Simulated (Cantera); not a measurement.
Feed: 1 mol Si3N4, 0.62 mol O2, 460 mol N2, held at 1525 K.

Cantera equilibrium calculation (NASA polynomials, part measured and part estimated; ideal gas, pure solids and liquids). Candidate condensed phases: Si, SiO2, Si2N2O, Si3N4; 16 gas species. Mutual solubility and eutectic melting of coexisting phases are not modelled. Rates play no part.

### Question
Which condensed phases are stable at each of these points (P (Pa)): 0.100, 1.50, 22, 320, 4600, 68000, 1000000?

### Answer
| P (Pa) | condensed phases | Si condensed (%) |
|---|---|---|
| 0.100 | gas only | 0.0 |
| 1.50 | Si(s) | 38.8 |
| 22 | Si3N4(s) | 58.0 |
| 320 | Si2N2O(s) + Si3N4(s) | 97.8 |
| 4600 | Si2N2O(s) + Si3N4(s) | 99.9 |
| 68000 | Si2N2O(s) + Si3N4(s) | 100.0 |
| 1000000 | Si2N2O(s) + Si3N4(s) | 100.0 |

At 0.100 Pa nothing is condensed. At 1.50 Pa the condensed part is Si(s). At 22.0 Pa the condensed part is Si3N4(s). From 3.20 mbar to 10.0 bar the condensed part is Si2N2O(s) + Si3N4(s).
